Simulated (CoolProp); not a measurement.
Vapour-liquid equilibrium of benzene (1) + octamethylcyclotetrasiloxane (D4) (2) at 8.71 kPa; x and y are mole fractions of (1).

Values from CoolProp's multi-fluid Helmholtz-energy mixture model, Thol 2012 and Thol 2015; pair parameters Bell 2016.

```
x      bubble temperature (°C)  y at the bubble point  dew temperature at overall composition x (°C)  liquid density (mol/L)
-----  -----------------------  ---------------------  ---------------------------------------------  ----------------------
0.05                      83.3                  0.539                                           98.7                       ?
0.125                     64.5                      ?                                           96.9                   3.400
0.2                       51.9                  0.926                                           94.9                   3.701
0.275                     43.5                  0.960                                           92.7                       ?
0.35                      37.6                  0.976                                           90.4                   4.366
0.425                     33.3                  0.984                                           87.8                   4.753
0.5                          ?                  0.989                                           84.9                   5.192
0.575                     27.5                  0.992                                           81.7                   5.698
0.65                      25.3                  0.994                                           77.9                   6.290
0.725                     23.4                      ?                                           73.4                   6.993
0.8                       21.6                      ?                                           67.7                   7.842
0.875                     19.8                  0.998                                           59.9                   8.888
0.95                      18.2                  0.999                                           46.5                       ?
```

Problem. Fill in the missing entries.

Solution. 
- 0.05, liquid density (mol/L): 3.106
- 0.125, y at the bubble point: 0.835
- 0.275, liquid density (mol/L): 4.019
- 0.5, bubble temperature (°C): 30.1
- 0.725, y at the bubble point: 0.996
- 0.8, y at the bubble point: 0.997
- 0.95, liquid density (mol/L): 10.20

No azeotrope shows between x = 0.05 and 0.95.

Pair parameters are fitted to limited data, so mixtures are less certain than the pure fluids. The gap from Raoult's law changes sign with composition, which may be real or a fault of the pair parameters; it wasn't checked against measurements.
